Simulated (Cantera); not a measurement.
Charge: 1 mol SiC, 0.41 mol H2O, 7.6 mol N2, held at 10.0 mbar.

Equilibrium computed with Cantera from the NASA thermochemical tables; the gas is ideal and each condensed phase is pure. Candidate condensed phases: C, C6H6, C7H8, C8H18, H2O, Si, SiC, SiO2, Si2N2O, Si3N4; 151 gas species. N2 is the only nitrogen source here; it is nearly inert below about 1500 K, so the nitride shown seldom forms there in practice. Mutual solubility and eutectic melting of coexisting phases are not modelled. Equilibrium is a limit: real reactors are often held back by kinetics, nucleation or transport.

Task: At 1450 K, list the 5 most abundant gas species with their mole fractions, and the condensed phases.

Result: N2 0.942, H2 0.0533, CO 0.00476, HCN 0.000164, H 2.18e-5. Condensed: C(graphite) + SiC(s) + Si2N2O(s).
